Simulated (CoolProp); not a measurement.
R143a along the isobar 6.94 MPa: Z from the reference equation and from simpler models built on Tc = 72.7 °C, pc = 3.762 MPa, ω = 0.261; each cubic takes its own stable root.

Computed with CoolProp (reference Helmholtz-energy equation of state, Lemmon and Jacobsen 2000).

```
T (°C)          phase  reference
------  -------------  ---------
-37.25         liquid     0.2568
-22.85         liquid     0.2502
-8.45          liquid     0.2453
5.95           liquid     0.2422
20.35          liquid     0.2408
34.75          liquid     0.2417
49.15          liquid     0.2457
63.55          liquid     0.2543
77.95   supercritical     0.2714
```

Task: How far does each simpler model (van der Waals, Redlich-Kwong, Soave-Redlich-Kwong) lie from the reference over these 9 states: mean and median of the absolute difference, and the worst?

Result: 
- van der Waals: mean 64.7 %, median 66.8 %, worst +72.6 % at -37.25 °C and 6.94 MPa
- Redlich-Kwong: mean 23.0 %, median 22.9 %, worst +25.1 % at 63.55 °C and 6.94 MPa
- Soave-Redlich-Kwong: mean 20.0 %, median 18.9 %, worst +25.9 % at 77.95 °C and 6.94 MPa
